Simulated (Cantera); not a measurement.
An isothermal, constant-pressure homogeneous reactor starts with 2.43 % CH₄, 97.1 % H₂, 0.447 % O₂, equivalence ratio 120, at 2525 K and 120 Torr.

Computed with Cantera and GRI-Mech 3.0 (53 species, 325 reactions). GRI-Mech 3.0 stops at C3 and has no aromatics, soot or wall deposition, so with more carbon than oxygen in the feed, carbon stays in small species such as C2H2 where larger ones or solid carbon would form.

x: mole fraction; the columns are a selection and need not sum to one.

```json
[
 {"t (s)": "6.00e-6", "x CH₄": "0.0234", "x H₂": "0.969", "x O₂": "0.00435", "x C₂H₄": "9.86e-7", "x HO₂": "9.30e-6", "x O": "2.22e-6", "x H₂O": "0.000199"},
 {"t (s)": "2.16e-5", "x CH₄": "0.0209", "x H₂": "0.962", "x O₂": "0.00326", "x C₂H₄": "3.41e-5", "x HO₂": "3.80e-6", "x O": "7.09e-6", "x H₂O": "0.00230"},
 {"t (s)": "7.79e-5", "x CH₄": "0.0134", "x H₂": "0.947", "x O₂": "9.27e-5", "x C₂H₄": "0.000137", "x HO₂": "5.14e-8", "x O": "1.25e-6", "x H₂O": "0.00828"},
 {"t (s)": "0.000281", "x CH₄": "0.00366", "x H₂": "0.944", "x O₂": "4.10e-9", "x C₂H₄": "2.39e-5", "x HO₂": "5.76e-12", "x O": "1.24e-6", "x H₂O": "0.00787"},
 {"t (s)": "0.00101", "x CH₄": "?", "x H₂": "0.938", "x O₂": "?", "x C₂H₄": "?", "x HO₂": "5.24e-12", "x O": "?", "x H₂O": "?"},
 {"t (s)": "0.00365", "x CH₄": "0.000251", "x H₂": "0.930", "x O₂": "1.37e-9", "x C₂H₄": "1.35e-6", "x HO₂": "1.28e-12", "x O": "1.15e-6", "x H₂O": "0.00270"},
 {"t (s)": "0.0132", "x CH₄": "4.40e-5", "x H₂": "0.920", "x O₂": "1.92e-12", "x C₂H₄": "7.50e-7", "x HO₂": "<1e-12", "x O": "5.30e-8", "x H₂O": "8.14e-5"},
 {"t (s)": "0.0474", "x CH₄": "1.54e-5", "x H₂": "0.917", "x O₂": "<1e-12", "x C₂H₄": "6.95e-7", "x HO₂": "<1e-12", "x O": "2.58e-11", "x H₂O": "3.41e-8"},
 {"t (s)": "0.171", "x CH₄": "1.54e-5", "x H₂": "0.917", "x O₂": "<1e-12", "x C₂H₄": "6.95e-7", "x HO₂": "<1e-12", "x O": "2.58e-11", "x H₂O": "3.40e-8"},
 {"t (s)": "0.616", "x CH₄": "1.54e-5", "x H₂": "0.917", "x O₂": "<1e-12", "x C₂H₄": "6.95e-7", "x HO₂": "<1e-12", "x O": "2.58e-11", "x H₂O": "3.40e-8"},
 {"t (s)": "2.22", "x CH₄": "1.54e-5", "x H₂": "0.917", "x O₂": "<1e-12", "x C₂H₄": "6.95e-7", "x HO₂": "<1e-12", "x O": "2.58e-11", "x H₂O": "3.40e-8"},
 {"t (s)": "8.00", "x CH₄": "1.54e-5", "x H₂": "0.917", "x O₂": "<1e-12", "x C₂H₄": "6.95e-7", "x HO₂": "<1e-12", "x O": "2.58e-11", "x H₂O": "3.40e-8"}
]
```

Complete the blanks.


- 0.00101, x CH₄: 0.000628
- 0.00101, x O₂: 4.58e-9
- 0.00101, x C₂H₄: 2.77e-6
- 0.00101, x O: 1.66e-6
- 0.00101, x H₂O: 0.00636
